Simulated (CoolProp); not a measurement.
Propyne along the isobar 6.16 MPa: Z from the reference equation and from simpler models built on Tc = 129.6 °C, pc = 5.658 MPa, ω = 0.204; each cubic takes its own stable root.

Model: reference Helmholtz-energy equation of state, Polt 1992, in CoolProp. This equation is an older, rougher fit; its heat capacities, sound speeds and derivatives of the liquid may be far off and weren't checked against measurements.

```
T (°C)          phase  reference
------  -------------  ---------
23.45          liquid     0.1608
38.15          liquid     0.1590
52.95          liquid     0.1580
67.75          liquid     0.1582
82.55          liquid     0.1598
97.35          liquid     0.1637
112.15         liquid     0.1720
126.95         liquid     0.1951
141.75  supercritical     0.4823
156.45  supercritical     0.6060
171.25  supercritical     0.6737
186.05  supercritical     0.7204
200.85  supercritical     0.7558
```

Q: How far does each simpler model (van der Waals, Redlich-Kwong, Soave-Redlich-Kwong, Peng-Robinson) lie from the reference over these 13 states: mean and median of the absolute difference, and the worst?

A: 
- van der Waals: mean 35.5 %, median 54.1 %, worst +60.0 % at 23.45 °C and 6.16 MPa
- Redlich-Kwong: mean 10.8 %, median 13.0 %, worst +23.9 % at 126.95 °C and 6.16 MPa
- Soave-Redlich-Kwong: mean 9.2 %, median 9.7 %, worst +22.9 % at 126.95 °C and 6.16 MPa
- Peng-Robinson: mean 3.0 %, median 2.5 %, worst +11.0 % at 126.95 °C and 6.16 MPa
